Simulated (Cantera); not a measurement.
What does this Cantera script print?

```python
import numpy as np
import cantera as ct

gas_names = """
    CL CL2 H HCL H2 Si SiCL SiCL2 SiCL3 SiCL4 SiH SiHCL3 SiH2 SiH2CL2 SiH3 SiH3CL SiH4 Si2 Si3
""".split()
cond_names = """
    Si(cr) Si(L)
""".split()


def load(file, names, dense=False):
    # The tables refer to 1 bar. Condensed volumes are neglected.
    table = {s.name: s for s in ct.Species.list_from_file(file)}
    out = []
    for n in names:
        d = dict(table[n].input_data)
        d["thermo"] = dict(d["thermo"], **{"reference-pressure": 1e5})
        if dense:
            d["equation-of-state"] = {"model": "constant-volume", "density": "1e6 g/cm^3"}
        out.append(ct.Species.from_dict(d))
    return out


gas = ct.Solution(thermo="ideal-gas", species=load("nasa_gas.yaml", gas_names))
cond = {s.name: ct.Solution(thermo="fixed-stoichiometry", species=[s], name=s.name)
        for s in load("nasa_condensed.yaml", cond_names, dense=True)}
atoms = {
    'Si': {'Si': 1},
    'HCl': {'H': 1, 'CL': 1},
    'H2': {'H': 2},
}
top_T = {}  # K; cautious upper limits of use, not melting points


def equilibrate(T, P, feed):
    n = {}
    for name, mol in feed.items():
        for a, k in atoms[name].items():
            n[a] = n.get(a, 0.0) + k * mol
    gas.TPX = T, P, n
    mass = sum(n.values()) * gas.mean_molecular_weight
    gas.equilibrate("TP")
    valid = [c for c in cond.values() if c.min_temp <= T <= top_T.get(c.name, c.max_temp)]
    mix = ct.Mixture([(gas, mass / gas.mean_molecular_weight)] + [(c, 0.0) for c in valid])
    mix.T, mix.P = T, P
    mix.equilibrate("TP", solver="vcs", rtol=1e-11, max_steps=5000)
    return mix


results = []
feed = {'Si': 1, 'HCl': 3.3, 'H2': 0.51}  # mol
P = 560000  # Pa
for T in [675, 725, 775, 825, 875, 925, 975, 1025, 1075, 1125, 1175]:
    mix = equilibrate(T, P, feed)
    results.append((T, P, feed, dict(zip(mix.species_names, mix.species_moles))))

top = {s: max(r[3][s] / sum(r[3][g] for g in gas_names) for r in results) for s in gas_names}
cols = sorted((s for s in top if top[s] > 1e-06), key=lambda s: -top[s])[:8]
seen = [c for c in cond_names if any(r[3].get(c, 0) > 1e-12 for r in results)]
print("log10 of partial pressures in bar; condensed amounts in mol")
print(f"{'T/K':>10s}" + "".join(f"{s[:9]:>10s}" for s in cols + seen))
for T, P, feed, n in results:
    ng = sum(n[g] for g in gas_names)
    print(f"{T:10.4g}" + "".join(f"{np.log10(max(n[s] / ng * P / 1e5, 1e-99)):10.3f}" for s in cols)
          + "".join(f"{n.get(c, 0):10.4g}" for c in seen))
```

Output:

```
log10 of partial pressures in bar; condensed amounts in mol
       T/K        H2     SiCL4    SiHCL3       HCL   SiH2CL2     SiCL3     SiCL2    SiH3CL    Si(cr)
       675     0.579     0.011    -0.126    -3.166    -1.472    -4.875    -7.103    -3.496   0.07019
       725     0.579     0.015    -0.135    -2.782    -1.442    -4.310    -6.246    -3.408   0.07143
       775     0.579     0.018    -0.143    -2.449    -1.416    -3.818    -5.502    -3.334   0.07274
       825     0.579     0.021    -0.150    -2.157    -1.395    -3.387    -4.850    -3.271   0.07421
       875     0.579     0.023    -0.158    -1.900    -1.378    -3.006    -4.273    -3.216   0.07589
       925     0.579     0.025    -0.165    -1.671    -1.363    -2.668    -3.761    -3.169   0.07789
       975     0.578     0.025    -0.173    -1.466    -1.351    -2.365    -3.303    -3.127   0.08028
      1025     0.577     0.025    -0.181    -1.283    -1.342    -2.093    -2.891    -3.091   0.08311
      1075     0.575     0.023    -0.190    -1.118    -1.335    -1.848    -2.520    -3.060   0.08635
      1125     0.573     0.019    -0.201    -0.968    -1.331    -1.627    -2.183    -3.034   0.08986
      1175     0.570     0.012    -0.213    -0.833    -1.329    -1.428    -1.878    -3.012   0.09337
```

Equilibrium computed with Cantera from the NASA thermochemical tables; the gas is ideal and each condensed phase is pure. The tables' values for SiCl3 are old estimates; treat these amounts as uncertain.
